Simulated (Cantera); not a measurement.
Feed: 1 mol Fe2O3, 0.051 mol Cl2, 0.37 mol O2, at 0.133 bar.

These are equilibrium values from Cantera (NASA tables, ideal gas, pure condensed phases), not measurements of a reactor. Candidate condensed phases: Fe, FeCl2, FeCl3, FeO, Fe2O3, Fe3O4; 13 gas species. Equilibrium is a limit: real reactors are often held back by kinetics, nucleation or transport.

Q: Which condensed phases are stable at each of these points (T (°C)): 950, 1000, 1050, 1100, 1150, 1200, 1250, 1300, 1350, 1400, 1450?

A: 
| T (°C) | condensed phases | Fe condensed (%) |
|---|---|---|
| 950 | Fe2O3(s) | 99.9 |
| 1000 | Fe2O3(s) | 99.7 |
| 1050 | Fe2O3(s) | 99.6 |
| 1100 | Fe2O3(s) | 99.3 |
| 1150 | Fe2O3(s) | 99.1 |
| 1200 | Fe2O3(s) | 98.8 |
| 1250 | Fe2O3(s) | 98.5 |
| 1300 | Fe2O3(s) | 98.3 |
| 1350 | Fe2O3(s) | 98.2 |
| 1400 | Fe3O4(s) | 98.2 |
| 1450 | Fe3O4(s) | 98.1 |

From 950 °C to 1350 °C the condensed part is Fe2O3(s). From 1400 °C to 1450 °C the condensed part is Fe3O4(s).
